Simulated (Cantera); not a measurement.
Input: 1 mol Si2H6, 300 mol H2, 0.68 mol HCl, equilibrated at 2.10 mbar.

These are equilibrium values from Cantera (NASA tables, ideal gas, pure condensed phases), not measurements of a reactor. Candidate condensed phases: Si; 19 gas species. The feed counts by its element totals alone. Kinetics and transport are ignored. All values below are at 1275 °C.

Base state: H2 0.997, HCl 0.00220, H 0.000671, SiCl2 1.62e-5, Si 1.51e-5 (mole fractions); condensed: Si(s).

Task: What changes in the equilibrium state with this change: Si2H6 replaced by SiCl4?

Result: 
| species | before | after |
|---|---|---|
| H2 | 0.997 | 0.985 |
| HCl | 0.00220 | 0.0141 |
| SiCl2 | 1.62e-5 | 0.000672 |
| H | 0.000671 | 0.000667 |
| Si | 1.51e-5 | 1.51e-5 |
| Si(s), mol | 1.99 | 0.789 |
